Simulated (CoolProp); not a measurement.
Fluorine along the isobar 20 MPa: fugacity coefficient from the reference equation and from simpler models built on Tc = 144.4 K, pc = 5.240 MPa, ω = 0.045; each cubic takes its own stable root.

Values from CoolProp's reference Helmholtz-energy equation of state, de Reuck 1990.

```csv
T (K),phase,reference,van der Waals,Redlich-Kwong,Soave-Redlich-Kwong,Peng-Robinson
115.2,liquid,0.09211,0.1715,0.09484,0.09439,[?]
132,liquid,0.1878,0.2614,0.1948,0.1932,0.1777
148.8,supercritical,0.3096,0.3578,0.3176,0.3187,0.2932
165.6,supercritical,[?],0.4536,0.4443,0.4520,0.4166
182.4,supercritical,0.5627,0.5434,0.5596,0.5752,0.5318
199.2,supercritical,0.6648,0.6234,0.6556,0.6784,0.6295
216,supercritical,0.7454,0.6917,0.7323,0.7607,0.7090
232.8,supercritical,0.8079,0.7486,0.7926,0.8254,[?]
249.6,supercritical,0.8563,0.7953,0.8401,0.8761,0.8238
266.4,supercritical,0.8941,0.8337,0.8777,0.9161,0.8649
283.2,supercritical,0.9237,0.8652,0.9077,0.9476,0.8981
300,supercritical,0.9473,0.8913,0.9317,0.9726,0.9251
```

Problem. What belongs in the gaps?

Solution. 
- 115.2, Peng-Robinson: 0.08709
- 165.6, reference: 0.4405
- 232.8, Peng-Robinson: 0.7727
